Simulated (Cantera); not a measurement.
Input (Python, Cantera) and output of one run.

```python
import numpy as np
import cantera as ct

gas_names = [...]  # 109 gases of nasa_gas.yaml made of C, Cl, H, Si
cond_names = """
    C(gr) C6H6(L) C7H8(L) C8H18(L),n-octa Si(cr) Si(L) SiC(b)
""".split()


# ... load() reads the species with a 1 bar reference pressure and builds the phases ...
atoms = {
    'Si(CH3)4': {'Si': 1, 'C': 4, 'H': 12},
    'HCl': {'H': 1, 'CL': 1},
    'H2': {'H': 2},
    'CH4': {'C': 1, 'H': 4},
}
top_T = {'C(gr)': 4500, 'SiC(b)': 3050}  # K; cautious upper limits of use, not melting points


# ... equilibrate(T, P, feed) seeds the gas with the atoms and calls Mixture.equilibrate('TP', solver="vcs", rtol=1e-11, max_steps=5000) ...
results = []
feed = {'Si(CH3)4': 1, 'HCl': 0.12, 'H2': 1300, 'CH4': 0.017}  # mol
T = 1348  # K
P = 13332.2  # Pa
mix = equilibrate(T, P, feed)
results.append((T, P, feed, dict(zip(mix.species_names, mix.species_moles))))
print(gas.report(threshold=0.001))
for i in range(1, mix.n_phases):
    print(f"{mix.phase(i).name:16s} {mix.phase_moles(i):12.5e} mol")
```

Result:

```
       temperature   1348 K
          pressure   13332 Pa
           density   0.0024149 kg/m^3
  mean mol. weight   2.0301 kg/kmol
   phase of matter   gas

                          1 kg             1 kmol
                     ---------------   ---------------
          enthalpy        1.5479e+07        3.1425e+07  J
   internal energy        9.9586e+06        2.0217e+07  J
           entropy             94757        1.9237e+05  J/K
    Gibbs function       -1.1225e+08       -2.2788e+08  J
 heat capacity c_p             15652             31775  J/K
 heat capacity c_v             11556             23460  J/K

                      mass frac. Y      mole frac. X     chem. pot. / RT
                     ---------------   ---------------   ---------------
                H2           0.99219           0.99912           -20.313
     [ +108 minor]         0.0078099        0.00087628

C(gr)             1.99971e+00 mol
Si(cr)            0.00000e+00 mol
SiC(b)            9.99998e-01 mol
```

Method: chemical equilibrium by Gibbs-energy minimisation in Cantera with the NASA 1993 tables (ideal gas, pure condensed phases).
